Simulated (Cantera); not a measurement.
Silicon nitride deposition: SiH₂Cl₂ + N₂ + H₂

Feed: 1 mol SiH₂Cl₂, 0.51 mol N₂, a varied amount of H₂, equilibrated at 1223.15 K and 35.3 Torr.

Cantera equilibrium calculation (NASA polynomials, part measured and part estimated; ideal gas, pure solids and liquids). Candidate condensed phases: NH₄Cl, Si, Si₃N₄; 28 gas species. N₂ is the only nitrogen source here; it is nearly inert below about 1500 K, so the nitride shown seldom forms there in practice. The tables' values for SiCl₃ are old estimates; treat these amounts as uncertain. Rates play no part.

From 2.5 mol H₂ to 14 mol H₂ the condensed part is Si₃N₄(s). The main Si-bearing gas is SiCl₄ throughout.

```
n(H₂) (mol)   x H₂   x HCl  x SiCl₄  x SiCl₂  x SiCl₃  n Si₃N₄(s)
-----------  -----  ------  -------  -------  -------  ----------
2.5          0.688   0.254   0.0461  0.00257  0.00386       0.253
3.2          0.729   0.223   0.0375  0.00289  0.00369       0.254
4.1          0.767   0.192   0.0298  0.00325  0.00349       0.254
5.2          0.801   0.165   0.0233  0.00362  0.00325       0.255
6.6          0.832   0.140   0.0178  0.00396  0.00297       0.255
8.5          0.860   0.117   0.0129  0.00427  0.00263       0.255
11           0.885  0.0964  0.00897  0.00448  0.00225       0.255
14           0.905  0.0802  0.00616  0.00455  0.00188       0.255
```
x: gas mole fraction; n: condensed amount in mol.
